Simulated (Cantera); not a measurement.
A closed system holds: 1 mol Cu2O, 0.31 mol CH4, 16 mol H2, held at 1073.15 K and 10000 Pa.

Equilibrium computed with Cantera from the NASA thermochemical tables; the gas is ideal and each condensed phase is pure. Candidate condensed phases: C, C6H6, C7H8, C8H18, Cu, CuO, Cu(OH)2, Cu2O, H2O; 113 gas species. Equilibrium is a limit: real reactors are often held back by kinetics, nucleation or transport.

Base state: H2 0.942, H2O 0.0400, CO 0.0175, CO2 0.000804, CH4 2.17e-5 (mole fractions); condensed: Cu(s).

Q: What changes in the equilibrium state with this change: temperature from 1073.15 K to 2400 K?

A: 
```tsv
species	before	after
H2	0.942	0.800
Cu	2.40e-9	0.103
H	4.31e-8	0.0450
H2O	0.0400	0.0351
CO	0.0175	0.0159
OH	<1e-9	0.000363
Cu2	<1e-9	0.000142
CH4	2.17e-5	<1e-9
O	<1e-9	1.37e-5
Cu(s), mol	2.00	0
```

Q: What changes in the equilibrium state with this change: CH4 from 0.31 to 0.7 mol?

A: 
```tsv
species	before	after
H2	0.942	0.945
CO	0.0175	0.0379
H2O	0.0400	0.0160
CH4	2.17e-5	0.000119
CO2	0.000804	0.000694
Cu(s), mol	2.00	2.00
```
